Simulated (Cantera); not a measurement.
**Adiabatic ignition**

An adiabatic, constant-volume homogeneous reactor starts with CH₄ : O₂ : N₂ = 2.6 : 5.88 : 30 (molar parts), at 1725 K and 1.00 atm.

Detailed kinetics in Cantera: GRI-Mech 3.0 (53 species, 325 reactions).

```
t (s)     T (K)  P (bar)   x CH₄    x O₂     x HCN     x OH      x NO
--------  -----  -------  ------  ------  --------  -------  --------
2.00e-6    1725     1.01  0.0676   0.153    <1e-12  2.63e-7    <1e-12
5.35e-6    1725     1.01  0.0676   0.153    <1e-12  3.48e-7    <1e-12
1.43e-5    1725     1.01  0.0675   0.153    <1e-12  5.92e-7    <1e-12
3.82e-5    1725     1.01  0.0673   0.153    <1e-12  1.53e-6  4.18e-12
0.000102   1727     1.01  0.0660   0.152  5.96e-12  8.54e-6  3.93e-11
0.000273   2736     1.68  <1e-12  0.0314  1.59e-10   0.0211  0.000713
0.000731   2830     1.72  <1e-12  0.0273  7.29e-10   0.0194   0.00672
0.00196    2822     1.72  <1e-12  0.0252   1.08e-9   0.0187    0.0120
0.00523    2821     1.72  <1e-12  0.0249   1.13e-9   0.0185    0.0127
0.0140     2821     1.72  <1e-12  0.0249   1.13e-9   0.0185    0.0127
0.0374     2821     1.72  <1e-12  0.0249   1.13e-9   0.0185    0.0127
0.100      2821     1.72  <1e-12  0.0249   1.13e-9   0.0185    0.0127
```
x: mole fraction; the columns are a selection and need not sum to one.

```yaml
time_of_steepest_temperature_rise: 0.207 ms
temperature at 0.100 s: 2821 K
equilibrium_temperature: 2821 K
x(CH₄) at 0.100 s: <1e-12 (gas-phase equilibrium <1e-12)
x(O₂) at 0.100 s: 0.0249 (gas-phase equilibrium 0.0249)
x(HCN) at 0.100 s: 1.13e-9 (gas-phase equilibrium 1.13e-9)
```
